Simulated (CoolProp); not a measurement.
Vapour-liquid equilibrium of R22 (1) + n-pentane (2) at 221.1 K; x and y are mole fractions of (1).

Computed with CoolProp (multi-fluid Helmholtz-energy mixture model, Kamei 1995 and Thol 2019; pair parameters Bell 2016).

### Question
Give the bubble pressure and the first vapour's composition at x = 0.35, 0.65, 0.8. Is there an azeotrope?

### Answer
x = 0.35: 0.03826 MPa, y = 0.977; x = 0.65: 0.04695 MPa, y = 0.984; x = 0.8: 0.05029 MPa, y = 0.988. No azeotrope shows between x = 0.05 and 0.95.

The pair parameters rest on a limited set of measurements; away from them the model extrapolates. With so large a gap from Raoult's law the liquid may split in two, which this calculation doesn't test in full.
